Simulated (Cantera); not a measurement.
Mixture: 3.39 % CH₄, 0.271 % C₂H₆, 0.153 % C₃H₈, 20.2 % O₂, 76.0 % N₂, at 1.70 bar, adiabatic and at constant volume. Ignition delay is the time to a rise of 400 K.

Detailed kinetics in Cantera: GRI-Mech 3.0 (53 species, 325 reactions).

### Question
Predict: delay at 1025 K; delay at 1225 K; delay at 1425 K; delay at 1625 K; delay at 1825 K; apparent activation energy between 1725 and 1925 K.

### Answer
```
Property                                                 Value
--------------------------------------------------  ----------
delay at 1025 K                                        49.4 ms
delay at 1225 K                                        2.27 ms
delay at 1425 K                                       0.217 ms
delay at 1625 K                                        43.1 µs
delay at 1825 K                                        15.4 µs
apparent activation energy between 1725 and 1925 K  110 kJ/mol
```
